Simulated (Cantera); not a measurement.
# Equilibrium for sublimation and decomposition of ceramics: Si3N4 + Si + H2

Feed: 1 mol Si3N4, 0.011 mol Si, 0.022 mol H2, held at 1777 °C.

Method: chemical equilibrium by Gibbs-energy minimisation in Cantera with the NASA 1993 tables (ideal gas, pure condensed phases). Candidate condensed phases: Si, Si3N4; 18 gas species. Mutual solubility and eutectic melting of coexisting phases are not modelled. The tables' values for SiN are old estimates; treat these amounts as uncertain. Gases not in the tables: Si2H6 and higher silanes. Equilibrium is a limit: real reactors are often held back by kinetics, nucleation or transport.

From 1.00e-5 bar to 5.60e-5 bar nothing is condensed. From 0.000320 bar to 0.0560 bar the condensed part is Si(l). From 0.320 bar to 10.0 bar the condensed part is Si(l) + Si3N4(s). The main Si-bearing gas is Si at 1.00e-5 bar and SiH2 at 10.0 bar.

```csv
P (Pa),log p N2,log p H2,log p Si,log p H,log p Si2,log p Si2N,log p SiN,log p Si3,n Si(l),n Si3N4(s)
1,-5.40,-8.86,-5.23,-7.07,-8.27,-9.58,-8.56,-10.07,0,0
5.60,-4.65,-7.47,-4.48,-6.38,-6.78,-7.71,-7.44,-7.83,0,0
32,-3.63,-5.89,-4.11,-5.59,-6.05,-6.46,-6.56,-6.72,2.33,0
180,-2.77,-4.84,-4.11,-5.07,-6.05,-6.03,-6.13,-6.72,2.91,0
1000,-2.01,-4.02,-4.11,-4.65,-6.05,-5.65,-5.75,-6.72,2.99,0
5600,-1.26,-3.24,-4.11,-4.26,-6.05,-5.28,-5.38,-6.72,3.01,0
32000,-0.51,-2.09,-4.11,-3.69,-6.05,-4.90,-5.00,-6.72,1.27,0.580
180000,-0.51,0.17,-4.11,-2.56,-6.05,-4.90,-5.00,-6.72,0.0179,0.998
1000000,-0.51,0.99,-4.11,-2.15,-6.05,-4.90,-5.00,-6.72,0.0121,1.000
```
log p: log10 of the partial pressure in bar; n: condensed amount in mol.
